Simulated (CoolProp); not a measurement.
R245fa at 386.68 K and 0.438 MPa is throttled through a valve to 0.277 MPa with no heat exchange. Each further row changes one setting.

Values from CoolProp's reference Helmholtz-energy equation of state, Akasaka 2015.

```csv
case,temperature change (K),final density (kg/m³)
as stated,?,?
outlet pressure 0.0831 MPa,?,3.54
outlet pressure 0.36 MPa,?,?
```

Problem. What belongs in the gaps?

Solution. 
- as stated, temperature change (K): -2.0
- as stated, final density (kg/m³): 12.1
- outlet pressure 0.0831 MPa, temperature change (K): -4.4
- outlet pressure 0.36 MPa, temperature change (K): -1.0
- outlet pressure 0.36 MPa, final density (kg/m³): 15.8
